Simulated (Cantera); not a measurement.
Feed: 1 mol AlCl3, 23 mol N2O, 310 mol N2, equilibrated at 2200 K and 105 Torr.

Method: chemical equilibrium by Gibbs-energy minimisation in Cantera with the NASA 1993 tables (ideal gas, pure condensed phases). Candidate condensed phases: Al, AlCl3, AlN, Al2O3; 24 gas species. Kinetics and transport are ignored.

Base state: N2 0.957, O2 0.0278, Cl 0.00862, NO 0.00507, O 0.00121 (mole fractions); condensed: Al2O3(s).

What changes in the equilibrium state with this change: N2O from 23 to 1.7 mol?


```csv
species,before,after
N2,0.957,0.990
Cl,0.00862,0.00947
NO,0.00507,0.000342
O2,0.0278,0.000123
AlOCl,6.20e-6,2.64e-5
O,0.00121,8.01e-5
"Al2O3(s), mol",0.499,0.494
```
